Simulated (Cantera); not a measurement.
A perfectly stirred reactor is fed with 4.75 % CH4, 20.7 % O2, 74.6 % N2, equivalence ratio 0.46, at 2780 Torr; it is adiabatic with a 650 K inlet, and is followed from long to short residence time, starting on the burning branch (τ in s: 0.16, 0.081, 0.04, 0.02, 0.0098, 0.0048, 0.0024, 0.0012, 0.00058, 0.00029, 0.00014, 7.1e-05, 3.5e-05).

Detailed kinetics in Cantera: GRI-Mech 3.0 (53 species, 325 reactions).

**Question.** Predict: blow-out, bracketed by the residence times tried; x(CH4) at τ = 0.160 s; x(O2) at τ = 0.160 s; x(HCN) at τ = 0.160 s; x(CH3) at τ = 0.160 s; x(H2O) at τ = 0.160 s; x(CH4) at τ = 2.40 ms; x(O2) at τ = 2.40 ms; x(HCN) at τ = 2.40 ms; x(CH3) at τ = 2.40 ms; x(H2O) at τ = 2.40 ms.

**Answer.** 
- blow-out, bracketed by the residence times tried: burning at 0.290 ms, out at 0.140 ms
- x(CH4) at τ = 0.160 s: 5.94e-6
- x(O2) at τ = 0.160 s: 0.112
- x(HCN) at τ = 0.160 s: 1.88e-9
- x(CH3) at τ = 0.160 s: 1.09e-6
- x(H2O) at τ = 0.160 s: 0.0948
- x(CH4) at τ = 2.40 ms: 0.000107
- x(O2) at τ = 2.40 ms: 0.112
- x(HCN) at τ = 2.40 ms: 6.98e-9
- x(CH3) at τ = 2.40 ms: 1.78e-5
- x(H2O) at τ = 2.40 ms: 0.0939
